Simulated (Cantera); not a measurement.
Low-pressure radical oxidation in H2/O2

An isothermal, constant-pressure homogeneous reactor starts with H2 : O2 = 0.024 : 1 (molar parts), at 975 K and 20.0 Torr.

Cantera simulation using GRI-Mech 3.0 (53 species, 325 reactions); the numbers are that mechanism's predictions, not measurements. Radical loss at walls, strong at low pressure, is not modelled.

| t (s) | x H2 | x O2 | x H2O | x O | x H | x HO2 |
|---|---|---|---|---|---|---|
| 9.00e-6 | 0.0234 | 0.977 | <1e-12 | <1e-12 | 1.87e-12 | 1.99e-12 |
| 2.88e-5 | 0.0234 | 0.977 | <1e-12 | 1.03e-12 | 5.36e-12 | 6.37e-12 |
| 9.19e-5 | 0.0234 | 0.977 | 2.24e-12 | 8.50e-12 | 1.37e-11 | 2.05e-11 |
| 0.000294 | 0.0234 | 0.977 | 4.43e-11 | 6.62e-11 | 4.01e-11 | 6.73e-11 |
| 0.000939 | 0.0234 | 0.977 | 1.21e-9 | 9.94e-10 | 3.73e-10 | 2.53e-10 |
| 0.00300 | 0.0234 | 0.977 | 9.79e-7 | 6.98e-7 | 2.48e-7 | 3.53e-8 |
| 0.00959 | 0.00120 | 0.968 | 0.0208 | 0.00646 | 0.00211 | 1.06e-5 |
| 0.0306 | 5.37e-5 | 0.975 | 0.0235 | 0.00109 | 6.75e-5 | 3.71e-6 |
| 0.0979 | 5.83e-6 | 0.976 | 0.0237 | 0.000132 | 2.66e-6 | 1.13e-6 |
| 0.313 | 6.11e-7 | 0.976 | 0.0237 | 1.54e-5 | 1.08e-7 | 2.53e-7 |
| 1.00 | 6.29e-8 | 0.976 | 0.0237 | 2.20e-6 | 5.91e-9 | 4.97e-8 |
x: mole fraction; the columns are a selection and need not sum to one.

Equilibrium at this temperature and pressure: H2 6.02e-12, O2 0.976, H2O 0.0237, O 4.39e-10, H <1e-12, HO2 3.85e-10 (gas phase only).
